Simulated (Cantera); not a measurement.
A freely propagating, adiabatic, planar premixed flame of CH4 : O2 : N2 = 1 : 1.54 : 5.78 (molar parts), unburnt at 650 K and 290000 Pa; mixture-averaged transport, grid criteria slope 0.08 and curve 0.16, no radiation.

Detailed kinetics in Cantera: GRI-Mech 3.0 (53 species, 325 reactions). Burning velocities carry a grid error of a few per cent, more on coarse grids.

**Question.** How do the results move with these cheaper or finer settings: unity-Lewis-number transport; multicomponent transport; multicomponent+Soret transport; grid criteria slope 0.5, curve 1; grid criteria slope 0.25, curve 0.5; grid criteria slope 0.03, curve 0.06?

**Answer.** 
```json
[
 {"setting": "as above", "laminar burning velocity": "81.1 cm/s", "thermal thickness": "0.168 mm", "peak x(C2H)": "2.43e-6", "peak x(CH3)": "0.00372", "grid points": "146"},
 {"setting": "unity-Lewis-number transport", "laminar burning velocity": "52.4 cm/s", "thermal thickness": "0.222 mm", "peak x(C2H)": "1.97e-6", "peak x(CH3)": "0.00288", "grid points": "145"},
 {"setting": "multicomponent transport", "laminar burning velocity": "81.2 cm/s", "thermal thickness": "0.171 mm", "peak x(C2H)": "2.45e-6", "peak x(CH3)": "0.00373", "grid points": "146"},
 {"setting": "multicomponent+Soret transport", "laminar burning velocity": "81.3 cm/s", "thermal thickness": "0.169 mm", "peak x(C2H)": "2.38e-6", "peak x(CH3)": "0.00370", "grid points": "146"},
 {"setting": "grid criteria slope 0.5, curve 1", "laminar burning velocity": "95.1 cm/s", "thermal thickness": "0.184 mm", "peak x(C2H)": "2.53e-6", "peak x(CH3)": "0.00375", "grid points": "33"},
 {"setting": "grid criteria slope 0.25, curve 0.5", "laminar burning velocity": "83.3 cm/s", "thermal thickness": "0.174 mm", "peak x(C2H)": "2.41e-6", "peak x(CH3)": "0.00370", "grid points": "59"},
 {"setting": "grid criteria slope 0.03, curve 0.06", "laminar burning velocity": "79.5 cm/s", "thermal thickness": "0.167 mm", "peak x(C2H)": "2.41e-6", "peak x(CH3)": "0.00371", "grid points": "339"}
]
```
The base run took roughly 9 core-seconds.
Unity Lewis numbers drop preferential diffusion, which matters most where H2 and H carry the flame; Soret adds thermal diffusion.
